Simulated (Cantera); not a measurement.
A closed system holds: 1 mol AlBr3, 64 mol NH3, a varied amount of H2, equilibrated at 800 K and 98.0 Pa.

Equilibrium computed with Cantera from the NASA thermochemical tables; the gas is ideal and each condensed phase is pure. Candidate condensed phases: Al, AlBr3, AlN, Br2; 19 gas species. Equilibrium is a limit: real reactors are often held back by kinetics, nucleation or transport.

x: gas mole fraction; n: condensed amount in mol.

```tsv
n(H2) (mol)	x H2	x N2	x HBr	x AlBr3	n AlN(s)
1.7	0.736	0.241	0.0227	9.91e-5	0.987
4.1	0.741	0.237	0.0223	9.39e-5	0.987
9.8	0.752	0.227	0.0214	___	0.988
24	0.775	0.206	0.0194	___	0.990
57	0.815	0.169	0.0160	___	0.993
140	0.872	0.117	0.0111	___	0.996
330	0.925	0.0686	0.00653	___	0.999
790	0.962	0.0343	0.00326	___	1.000
```

Task: Complete the blanks.

Result: 
- 9.8, x AlBr3: 8.30e-5
- 24, x AlBr3: 6.26e-5
- 57, x AlBr3: 3.59e-5
- 140, x AlBr3: 1.30e-5
- 330, x AlBr3: 3.15e-6
- 790, x AlBr3: 5.25e-7
